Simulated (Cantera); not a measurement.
What does this Cantera script print?

```python
import numpy as np
import cantera as ct

gas = ct.Solution("gri30.yaml")


def delay(T, t_max=10):
    gas.TPX = T, 2300000, {'H2': 1, 'O2': 0.633, 'N2': 3.48, 'NO': 0.0053}
    reactor = ct.IdealGasConstPressureReactor(gas, clone=False)
    net = ct.ReactorNet([reactor])
    net.rtol, net.atol = 1e-8, 1e-16
    while net.time < t_max:
        t_old, T_old = net.time, reactor.T
        net.step()
        if reactor.T > T + 400:  # ignition: a rise of 400 K
            return t_old + (T + 400 - T_old) / (reactor.T - T_old) * (net.time - t_old)
    return np.nan


taus = []
for T in [1173, 1223, 1273, 1323, 1373, 1423]:
    taus.append(delay(T))
    print(f"T0 = {T:6g} K   tau = {taus[-1]:.4e} s")
```

It prints:

```
T0 =   1173 K   tau = 6.8241e-05 s
T0 =   1223 K   tau = 3.1431e-05 s
T0 =   1273 K   tau = 1.4068e-05 s
T0 =   1323 K   tau = 6.2666e-06 s
T0 =   1373 K   tau = 3.0968e-06 s
T0 =   1423 K   tau = 1.8305e-06 s
```

Computed with Cantera and GRI-Mech 3.0 (53 species, 325 reactions). The hydrogen kinetics of GRI-Mech 3.0 are dated; newer H2 mechanisms differ, most at raised pressure. The pressure lies above the range GRI-Mech 3.0 was tuned for (to about 10 atm). The mechanism lacks 2 NO + O2 → 2 NO2 and HONO, so NO2 and the effect of NO are under-described below about 1400 K.
